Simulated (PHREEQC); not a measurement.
## Leach liquor: an equilibrium model

A solution holds 0.0013 mol/kgw HCl, 0.0052 mol/kgw LiCl and 9.9e-05 mol/kgw MnSO4, at 25 °C. Closed to the air; pH follows from the charge balance.

Model: ion-association model, phreeqc.dat, run in PHREEQC.

No solid was allowed to form.

### Question
Estimate the pH.

### Answer
pH 2.92.

### Question
In which forms is Mn present?

### Answer
Mn+2 97 %, MnCl+ 1.8 %, MnSO4 0.8 % of the Mn.
